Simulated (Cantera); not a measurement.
Cantera run:

```python
import numpy as np
import cantera as ct

gas_names = """
    F F2 N NF NF2 NF3 N2 Si SiF SiF2 SiF3 SiF4 SiN Si2 Si2N Si3
""".split()
cond_names = """
    Si(cr) Si(L) Si3N4(a)
""".split()


def load(file, names, dense=False):
    # The tables refer to 1 bar. Condensed volumes are neglected.
    table = {s.name: s for s in ct.Species.list_from_file(file)}
    out = []
    for n in names:
        d = dict(table[n].input_data)
        d["thermo"] = dict(d["thermo"], **{"reference-pressure": 1e5})
        if dense:
            d["equation-of-state"] = {"model": "constant-volume", "density": "1e6 g/cm^3"}
        out.append(ct.Species.from_dict(d))
    return out


gas = ct.Solution(thermo="ideal-gas", species=load("nasa_gas.yaml", gas_names))
cond = {s.name: ct.Solution(thermo="fixed-stoichiometry", species=[s], name=s.name)
        for s in load("nasa_condensed.yaml", cond_names, dense=True)}
atoms = {
    'Si': {'Si': 1},
    'NF3': {'N': 1, 'F': 3},
    'N2': {'N': 2},
}
top_T = {'Si3N4(a)': 2400}  # K; cautious upper limits of use, not melting points


def equilibrate(T, P, feed):
    n = {}
    for name, mol in feed.items():
        for a, k in atoms[name].items():
            n[a] = n.get(a, 0.0) + k * mol
    gas.TPX = T, P, n
    mass = sum(n.values()) * gas.mean_molecular_weight
    gas.equilibrate("TP")
    valid = [c for c in cond.values() if c.min_temp <= T <= top_T.get(c.name, c.max_temp)]
    mix = ct.Mixture([(gas, mass / gas.mean_molecular_weight)] + [(c, 0.0) for c in valid])
    mix.T, mix.P = T, P
    mix.equilibrate("TP", solver="vcs", rtol=1e-11, max_steps=5000)
    return mix


results = []
T = 873  # K
P = 28  # Pa
for m in [0.64, 0.79, 0.98, 1.2, 1.5, 1.8, 2.2, 2.8, 3.4, 4.2, 5.1, 6.3, 7.8]:
    feed = {'Si': 1, 'NF3': m, 'N2': 12}  # mol
    mix = equilibrate(T, P, feed)
    results.append((T, P, feed, dict(zip(mix.species_names, mix.species_moles))))

top = {s: max(r[3][s] / sum(r[3][g] for g in gas_names) for r in results) for s in gas_names}
cols = sorted((s for s in top if top[s] > 1e-06), key=lambda s: -top[s])[:8]
seen = [c for c in cond_names if any(r[3].get(c, 0) > 1e-12 for r in results)]
print("log10 of partial pressures in bar; condensed amounts in mol")
print(f"{'n(NF3)':>10s}" + "".join(f"{s[:9]:>10s}" for s in cols + seen))
for T, P, feed, n in results:
    ng = sum(n[g] for g in gas_names)
    print(f"{feed['NF3']:10.4g}" + "".join(f"{np.log10(max(n[s] / ng * P / 1e5, 1e-99)):10.3f}" for s in cols)
          + "".join(f"{n.get(c, 0):10.4g}" for c in seen))
```

It prints:

```
log10 of partial pressures in bar; condensed amounts in mol
    n(NF3)        N2         F        F2      SiF4       NF3      SiF3  Si3N4(a)
      0.64    -3.570   -23.484   -43.701    -4.967   -66.742    -9.545    0.1733
      0.79    -3.574   -23.464   -43.661    -4.885   -66.684    -9.483    0.1358
      0.98    -3.578   -23.444   -43.622    -4.802   -66.626    -9.420   0.08833
       1.2    -3.583   -23.426   -43.586    -4.727   -66.575    -9.363   0.03333
       1.5    -3.601    -5.022    -6.779    -4.706   -11.374   -27.746         0
       1.8    -3.625    -4.626    -5.986    -4.736   -10.197   -28.172         0
       2.2    -3.654    -4.414    -5.562    -4.771    -9.575   -28.419         0
       2.8    -3.691    -4.256    -5.246    -4.818    -9.119   -28.625         0
       3.4    -3.723    -4.165    -5.064    -4.860    -8.863   -28.757         0
       4.2    -3.760    -4.089    -4.911    -4.909    -8.652   -28.882         0
       5.1    -3.795    -4.033    -4.799    -4.958    -8.501   -28.987         0
       6.3    -3.835    -3.983    -4.700    -5.015    -8.372   -29.094         0
       7.8    -3.875    -3.942    -4.618    -5.077    -8.269   -29.197         0
```

Equilibrium computed with Cantera from the NASA thermochemical tables; the gas is ideal and each condensed phase is pure.
